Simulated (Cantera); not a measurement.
# Ammonia decomposition in nitride growth gas

An isothermal, constant-pressure homogeneous reactor starts with 7.59 % NH3, 91.0 % H2, 1.37 % N2, at 2023 K and 233 Torr.

Cantera simulation using the gas-phase N/H chemistry of the illustrative SiF4/NH3 mechanism in the Surface Chemkin manual (1991); the numbers are that mechanism's predictions, not measurements. Walls and surfaces, which speed up NH3 decomposition in real reactors, are not modelled.

```tsv
t (s)	x NH3	x H2	x N2	x NH2	x NH
1.00e-6	0.0759	0.910	0.0137	1.98e-7	1.34e-12
3.15e-6	0.0759	0.910	0.0137	4.99e-7	2.06e-11
9.92e-6	0.0759	0.910	0.0137	1.44e-6	2.48e-10
3.12e-5	0.0759	0.910	0.0137	4.39e-6	2.63e-9
9.84e-5	0.0759	0.910	0.0137	1.37e-5	2.66e-8
0.000310	0.0758	0.910	0.0137	4.27e-5	2.63e-7
0.000976	0.0757	0.910	0.0137	0.000128	2.36e-6
0.00307	0.0747	0.910	0.0140	0.000241	8.43e-6
0.00968	0.0706	0.912	0.0159	0.000240	8.85e-6
0.0305	0.0592	0.918	0.0211	0.000213	8.36e-6
0.0960	0.0342	0.932	0.0324	0.000148	6.99e-6
0.302	0.00640	0.946	0.0450	4.72e-5	3.82e-6
0.953	0.000480	0.949	0.0477	4.93e-6	5.57e-7
3.00	0.000106	0.949	0.0478	1.09e-6	1.25e-7
```
x: mole fraction; the columns are a selection and need not sum to one.

Equilibrium at this temperature and pressure: NH3 1.21e-6, H2 0.949, N2 0.0479, NH2 1.25e-8, NH 1.42e-9 (gas phase only).
